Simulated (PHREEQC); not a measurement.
Consider water at 20 °C and 50 atm with 0.043 mol/kgw NH3, 0.000594 mol/kgw K2SO4 and 5.3e-05 mol/kgw KH2PO4. Closed to the air; pH follows from the charge balance.

Computed with PHREEQC (ion-association model, phreeqc.dat).

| Quantity | Result |
|---|---|
| pH | 11.08 |
| ionic strength | 0.00284 mol/kgw |
| specific conductance | 373 µS/cm |
| total alkalinity | 43.0 meq/kg |

| species | molality | activity | log γ |
|---|---|---|---|
| NH3 | 0.0420 | 0.0421 | 0.000 |
| K+ | 0.00124 | 0.00117 | -0.025 |
| NH4+ | 0.000954 | 0.000899 | -0.026 |
| OH- | 0.000904 | 0.000852 | -0.025 |
| SO4-2 | 0.000585 | 0.000466 | -0.099 |
| HPO4-2 | 4.95e-5 | 3.94e-5 | -0.099 |
| NH4SO4- | 5.66e-6 | 5.34e-6 | -0.025 |
| KSO4- | 3.61e-6 | 3.41e-6 | -0.025 |
| PO4-3 | 3.41e-6 | 2.03e-6 | -0.226 |
| KHPO4- | 9.07e-8 | 8.57e-8 | -0.025 |

This is a speciation only: nothing precipitates in the calculation. Under pressure, the constants of complexes without a molar volume in the database are unreliable.
